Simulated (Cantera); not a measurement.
# Thermodynamics of oxide etching and cleaning by halides, feed CaO + HBr

Input: 1 mol CaO, 2.3 mol HBr, held at 16.0 mbar.

Cantera equilibrium calculation (NASA polynomials, part measured and part estimated; ideal gas, pure solids and liquids). Candidate condensed phases: Br2, Ca, CaBr2, CaO, Ca(OH)2, H2O; 19 gas species. Mutual solubility and eutectic melting of coexisting phases are not modelled. The numbers say what is thermodynamically allowed, not how fast it happens.

```tsv
T (°C)	x H2O	x CaBr2	x HBr	x Br	x H2	x H	x Br2	x OH	n CaBr2(s)	n CaBr2(l)	n CaO(s)
427	0.769	9.08e-12	0.231	9.12e-7	9.97e-6	<1e-12	9.52e-6	<1e-12	1.00	0	0
527	0.769	4.63e-9	0.231	1.26e-5	3.40e-5	<1e-12	2.77e-5	<1e-12	1.00	0	0
627	0.769	5.70e-7	0.231	9.15e-5	0.000102	9.31e-12	5.58e-5	6.61e-11	1.000	0	0
727	0.769	2.60e-5	0.230	0.000412	0.000289	3.05e-10	8.27e-5	1.80e-9	1.000	0	0
827	0.768	0.000436	0.229	0.00133	0.000766	5.66e-9	0.000101	2.53e-8	0	0.999	0
927	0.765	0.00418	0.226	0.00342	0.00182	6.66e-8	0.000111	2.23e-7	0	0.995	0
1027	0.745	0.0273	0.216	0.00737	0.00380	5.39e-7	0.000112	1.38e-6	0	0.963	0
1127	0.590	0.131	0.254	0.0162	0.00825	3.49e-6	0.000147	4.96e-6	0	0.727	0.0646
1227	0.346	0.346	0.262	0.0298	0.0151	1.71e-5	0.000159	1.12e-5	0	0	0.191
1327	0.352	0.352	0.227	0.0454	0.0228	6.50e-5	0.000136	3.92e-5	0	0	0.171
1427	0.352	0.352	0.197	0.0654	0.0328	0.000211	0.000116	0.000117	0	0	0.163
```
x: gas mole fraction; n: condensed amount in mol.

From 427 °C to 727 °C the condensed part is CaBr2(s). From 827 °C to 1027 °C the condensed part is CaBr2(l). At 1127 °C the condensed part is CaBr2(l) + CaO(s). From 1227 °C to 1427 °C the condensed part is CaO(s).
